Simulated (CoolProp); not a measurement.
A simple Rankine cycle with n-hexane: condensing at 312.15 K, boiler at 0.629 MPa, turbine inlet 454.2 K, turbine efficiency 0.6, pump efficiency 0.6, no recuperator. Each further row changes one setting.

Model: reference Helmholtz-energy equation of state, Thol 2019, in CoolProp.

```tsv
case	thermal efficiency (%)	net work (kJ/kg)	heat in (kJ/kg)	turbine exit temperature (K)	volume ratio over the turbine
as stated	10.4	65.7	630	417.3	18.1
turbine inlet 474.2 K	10.2	?	680	437.9	17.9
condensing temperature 304.15 K	11.3	?	649	413.8	24.8
boiler pressure 0.44 MPa	9.3	59.2	637	423.1	?
turbine efficiency 0.5	8.7	54.5	630	422.3	18.3
```

**Question.** Fill in the missing entries.

**Answer.** 
- turbine inlet 474.2 K, net work (kJ/kg): 69.5
- condensing temperature 304.15 K, net work (kJ/kg): 73.0
- boiler pressure 0.44 MPa, volume ratio over the turbine: 12.3
